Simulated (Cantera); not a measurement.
Charge: 1 mol Cr2O3, 2.6 mol H2, 0.61 mol N2, equilibrated at 1625 K and 1000 Pa.

Cantera equilibrium calculation (NASA polynomials, part measured and part estimated; ideal gas, pure solids and liquids). Candidate condensed phases: Cr, CrN, Cr2N, Cr2O3, H2O; 29 gas species. Mutual solubility and eutectic melting of coexisting phases are not modelled. Kinetics and transport are ignored.

Base state: H2 0.807, N2 0.190, H2O 0.00215, H 0.000634, Cr 0.000600 (mole fractions); condensed: Cr(s) + Cr2O3(s).

**Question.** What changes in the equilibrium state with this change: temperature from 1625 K to 2025 K?

**Answer.** 
| species | before | after |
|---|---|---|
| H2 | 0.807 | 0.734 |
| N2 | 0.190 | 0.183 |
| H2O | 0.00215 | 0.0390 |
| Cr | 0.000600 | 0.0257 |
| H | 0.000634 | 0.0165 |
| CrO2 | <1e-9 | 1.80e-5 |
| CrO | 6.34e-7 | 0.000949 |
| OH | 7.10e-8 | 9.15e-5 |
| Cr(s), mol | 0.00267 | 0 |
| Cr2O3(s), mol | 0.998 | 0.956 |

**Question.** What changes in the equilibrium state with this change: Cr2O3 replaced by NiS?

**Answer.** 
| species | before | after |
|---|---|---|
| H2 | 0.807 | 0.750 |
| N2 | 0.190 | 0.183 |
| S2 | 0 | 0.0336 |
| H2S | 0 | 0.0285 |
| Cr | 0.000600 | 0 |
| NiS | 0 | 5.73e-5 |
| SH | 0 | 0.00406 |
| H2O | 0.00215 | 0 |
| S | 0 | 0.000285 |
| Ni | 0 | 3.54e-5 |
| H | 0.000634 | 0.000611 |
| Cr(s), mol | 0.00267 | 0 |
| Cr2O3(s), mol | 0.998 | 0 |
| Ni3S2(l), mol | 0 | 0.333 |
Further candidate phases: Ni, NiS, NiS2, Ni3S2, Ni3S4, S.
